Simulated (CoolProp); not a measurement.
The numbers come from the reference Helmholtz-energy equation of state, Thol 2015 in CoolProp.

For 1,2-dichloroethane, give the phase and the speed of sound (m/s), fugacity coefficient at 35.25 °C and 0.629 MPa; 60.05 °C and 0.629 MPa; 64.15 °C and 0.629 MPa.


- 35.25 °C and 0.629 MPa: liquid; speed of sound 1160, fugacity coefficient 0.0271
- 60.05 °C and 0.629 MPa: liquid; speed of sound 1060, fugacity coefficient 0.0727
- 64.15 °C and 0.629 MPa: liquid; speed of sound 1040, fugacity coefficient 0.0842
